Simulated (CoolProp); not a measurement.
C3F8 (R218) along the isotherm 102.05 °C: density (kg/m³) from the reference equation and from simpler models built on Tc = 71.9 °C, pc = 2.640 MPa, ω = 0.317; each cubic takes its own stable root.

Computed with CoolProp (reference Helmholtz-energy equation of state, Lemmon 2006). It is a short technical equation, of lower accuracy than the large ones.

```tsv
p (MPa)	phase	reference
0.0125	gas	0.7542
0.0223	gas	1.347
0.0396	gas	2.395
0.0704	gas	4.271
0.125	gas	7.622
0.223	gas	13.73
0.396	gas	24.79
0.704	gas	45.53
1.25	gas	86.27
2.23	gas	178.9
3.96	supercritical	495.8
```

Q: How far does each simpler model (van der Waals, Redlich-Kwong, Soave-Redlich-Kwong, Peng-Robinson) lie from the reference over these 11 states: mean and median of the absolute difference, and the worst?

A: 
- van der Waals: mean 1.3 %, median 0.0 %, worst +13.8 % at 102.05 °C and 3.96 MPa
- Redlich-Kwong: mean 1.1 %, median 0.1 %, worst +7.6 % at 102.05 °C and 3.96 MPa
- Soave-Redlich-Kwong: mean 0.8 %, median 0.1 %, worst -7.1 % at 102.05 °C and 3.96 MPa
- Peng-Robinson: mean 0.8 %, median 0.4 %, worst +2.6 % at 102.05 °C and 2.23 MPa
